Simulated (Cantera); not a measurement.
A closed system holds: 1 mol CuO, 3.6 mol C, 0.049 mol CO, at 0.440 bar.

Cantera equilibrium calculation (NASA polynomials, part measured and part estimated; ideal gas, pure solids and liquids). Candidate condensed phases: C, Cu, CuO, Cu2O; 15 gas species. Kinetics and transport are ignored.

Which condensed phases are stable at each of these points (T (°C)): 702, 777, 852, 927, 1002, 1077, 1152, 1227, 1302, 1377, 1452, 1527, 1602?


```csv
T (°C),condensed phases,Cu condensed (%)
702,C(graphite) + Cu(s),100.0
777,C(graphite) + Cu(s),100.0
852,C(graphite) + Cu(s),100.0
927,C(graphite) + Cu(s),100.0
1002,C(graphite) + Cu(s),100.0
1077,C(graphite) + Cu(s),100.0
1152,C(graphite) + Cu(l),100.0
1227,C(graphite) + Cu(l),100.0
1302,C(graphite) + Cu(l),100.0
1377,C(graphite) + Cu(l),100.0
1452,C(graphite) + Cu(l),99.9
1527,C(graphite) + Cu(l),99.9
1602,C(graphite) + Cu(l),99.7
```

From 702 °C to 1077 °C the condensed part is C(graphite) + Cu(s). From 1152 °C to 1602 °C the condensed part is C(graphite) + Cu(l).
